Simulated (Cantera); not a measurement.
An adiabatic, constant-pressure homogeneous reactor starts with H2 : O2 : N2 = 1 : 1.67 : 6.27 (molar parts), equivalence ratio 0.30, at 1573 K and 1.01 bar. Integrator tolerance rtol = 1e-08.

Detailed kinetics in Cantera: the H2/O2 subset of GRI-Mech 3.0, which has no nitrogen chemistry.

### Question
What does this change do: O2 1.67 to 0.8 parts?

### Answer
```json
[
 {"quantity": "time of steepest temperature rise", "before": "13.2 µs", "after": "18.3 µs"},
 {"quantity": "temperature at 2.00 s", "before": "2306 K", "after": "2382 K"},
 {"quantity": "equilibrium temperature", "before": "2306 K", "after": "2382 K"},
 {"quantity": "x(H2) at 2.00 s", "before": "0.000661 (gas-phase equilibrium 0.000661)", "after": "0.00210 (gas-phase equilibrium 0.00210)"},
 {"quantity": "x(O2) at 2.00 s", "before": "0.136 (gas-phase equilibrium 0.136)", "after": "0.0381 (gas-phase equilibrium 0.0381)"},
 {"quantity": "x(H2O2) at 2.00 s", "before": "1.89e-7 (gas-phase equilibrium 1.89e-7)", "after": "1.33e-7 (gas-phase equilibrium 1.33e-7)"},
 {"quantity": "x(O) at 2.00 s", "before": "0.00189 (gas-phase equilibrium 0.00189)", "after": "0.00153 (gas-phase equilibrium 0.00153)"},
 {"quantity": "x(HO2) at 2.00 s", "before": "6.38e-6 (gas-phase equilibrium 6.38e-6)", "after": "3.24e-6 (gas-phase equilibrium 3.24e-6)"},
 {"quantity": "x(OH) at 2.00 s", "before": "0.00715 (gas-phase equilibrium 0.00715)", "after": "0.00717 (gas-phase equilibrium 0.00717)"}
]
```

### Question
What does this change do: initial temperature 1573 to 1450 K?

### Answer
| quantity | before | after |
|---|---|---|
| time of steepest temperature rise | 13.2 µs | 19.0 µs |
| temperature at 2.00 s | 2306 K | 2206 K |
| equilibrium temperature | 2306 K | 2206 K |
| x(H2) at 2.00 s | 0.000661 (gas-phase equilibrium 0.000661) | 0.000370 (gas-phase equilibrium 0.000370) |
| x(O2) at 2.00 s | 0.136 (gas-phase equilibrium 0.136) | 0.137 (gas-phase equilibrium 0.137) |
| x(H2O2) at 2.00 s | 1.89e-7 (gas-phase equilibrium 1.89e-7) | 1.48e-7 (gas-phase equilibrium 1.48e-7) |
| x(O) at 2.00 s | 0.00189 (gas-phase equilibrium 0.00189) | 0.00104 (gas-phase equilibrium 0.00104) |
| x(HO2) at 2.00 s | 6.38e-6 (gas-phase equilibrium 6.38e-6) | 4.71e-6 (gas-phase equilibrium 4.71e-6) |
| x(OH) at 2.00 s | 0.00715 (gas-phase equilibrium 0.00715) | 0.00493 (gas-phase equilibrium 0.00493) |
